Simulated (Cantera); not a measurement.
Feed: 1 mol SiHCl3, 0.052 mol Cl2, 14 mol H2, equilibrated at 200 Pa.

Cantera equilibrium calculation (NASA polynomials, part measured and part estimated; ideal gas, pure solids and liquids). Candidate condensed phases: Si; 19 gas species. Kinetics and transport are ignored.

Problem. What share of the Si ends up in condensed phases as a function of T (°C), at 527, 627, 727, 827, 927, 1027, 1127?

Solution. 
```json
[
 {"T (°C)": "527", "Si condensed (%)": "21.6", "as": "Si(s)"},
 {"T (°C)": "627", "Si condensed (%)": "25.9", "as": "Si(s)"},
 {"T (°C)": "727", "Si condensed (%)": "33.1", "as": "Si(s)"},
 {"T (°C)": "827", "Si condensed (%)": "38.8", "as": "Si(s)"},
 {"T (°C)": "927", "Si condensed (%)": "38.1", "as": "Si(s)"},
 {"T (°C)": "1027", "Si condensed (%)": "35.2", "as": "Si(s)"},
 {"T (°C)": "1127", "Si condensed (%)": "32.7", "as": "Si(s)"}
]
```
